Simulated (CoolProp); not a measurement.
A simple Rankine cycle with tetrahydrofuran: condensing at 291.15 K, boiler at 2.19 MPa, turbine inlet 483 K, turbine efficiency 0.6, pump efficiency 0.7, no recuperator. Each further row changes one setting.

The numbers come from the reference Helmholtz-energy equation of state, Fiedler 2023 in CoolProp.

```json
[
 {"case": "as stated", "thermal efficiency (%)": "17.9", "net work (kJ/kg)": "121", "heat in (kJ/kg)": "674", "turbine exit temperature (K)": "376.0", "volume ratio over the turbine": "145"},
 {"case": "turbine inlet 503 K", "thermal efficiency (%)": "18.1", "net work (kJ/kg)": "130", "heat in (kJ/kg)": "717", "turbine exit temperature (K)": "399.4", "volume ratio over the turbine": "140"},
 {"case": "condensing temperature 283.15 K", "thermal efficiency (%)": "18.7", "net work (kJ/kg)": "129", "heat in (kJ/kg)": "688", "turbine exit temperature (K)": "370.1", "volume ratio over the turbine": "210"},
 {"case": "boiler pressure 1.53 MPa", "thermal efficiency (%)": "17.2", "net work (kJ/kg)": "119", "heat in (kJ/kg)": "693", "turbine exit temperature (K)": "390.3", "volume ratio over the turbine": "93.4"},
 {"case": "turbine efficiency 0.5", "thermal efficiency (%)": "14.9", "net work (kJ/kg)": "100", "heat in (kJ/kg)": "674", "turbine exit temperature (K)": "390.6", "volume ratio over the turbine": "151"}
]
```
